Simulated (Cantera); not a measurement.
Mixture: 7.12 % CH₄, 0.925 % CO, 19.4 % O₂, 72.6 % N₂, at 750 Torr, adiabatic and at constant pressure. Ignition delay is the time to a rise of 400 K.

Model: GRI-Mech 3.0 (53 species, 325 reactions), integrated in Cantera.

Task: Predict: delay at 1100 K; delay at 1175 K; delay at 1250 K; delay at 1325 K; delay at 1400 K; apparent activation energy between 1250 and 1400 K.

Result: 
```json
{
 "delay at 1100 K": "0.199 s",
 "delay at 1175 K": "60.9 ms",
 "delay at 1250 K": "20.6 ms",
 "delay at 1325 K": "7.59 ms",
 "delay at 1400 K": "3.07 ms",
 "apparent activation energy between 1250 and 1400 K": "180 kJ/mol"
}
```
